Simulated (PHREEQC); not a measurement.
**Acid mine or pickling water: an equilibrium model**

Synthetic water in mmol/kgw, 16 °C, pH 3.1, pe 11.1:

```
constituent  mmol/kgw
-----------  --------
Na               13.9
K                2.12
Ca               4.23
Mg               2.29
Cl               10.6
S(6)             10.2
Pb              0.373
Mn(2)           0.209
Zn              0.169
```

Na is adjusted to close the charge balance.
Valence states are taken as typed.

All values are PHREEQC results (ion-association model, phreeqc.dat), not measurements.

Each row changes one thing in this solution. This is a speciation only: nothing precipitates in the calculation.

```csv
case,ionic strength (mol/kgw),SO4-2 (mol/kgw),Ca+2 (mol/kgw),Mg+2 (mol/kgw),HSO4- (mol/kgw),Pb+2 (mol/kgw),SI of Gypsum (CaSO4:2H2O),SI of Anglesite (PbSO4)
as made,0.0396,0.00770,0.00320,0.00168,0.000293,0.000165,-0.62,+1.33
temperature from 16 to 90 °C at the same typed pH,0.0344,0.00587,0.00313,0.00103,0.00141,0.000154,-0.60,…
all concentrations times 3 at the same typed pH,…,0.0207,0.00862,…,0.000621,…,-0.02,+1.85
Ca from 4.23 to 2.12 mmol/kgw,0.0391,0.00806,0.00159,0.00166,0.000307,…,-0.91,+1.34
```

Fill in the missing entries.


- temperature from 16 to 90 °C at the same typed pH, SI of Anglesite (PbSO4): +0.79
- all concentrations times 3 at the same typed pH, ionic strength (mol/kgw): 0.110
- all concentrations times 3 at the same typed pH, Mg+2 (mol/kgw): 0.00444
- all concentrations times 3 at the same typed pH, Pb+2 (mol/kgw): 0.000365
- Ca from 4.23 to 2.12 mmol/kgw, Pb+2 (mol/kgw): 0.000161

Some of these states are supersaturated (in Anglesite, for instance). Away from 25 °C the constants follow the database's enthalpies or fits; those with neither stay at their 25 °C values.
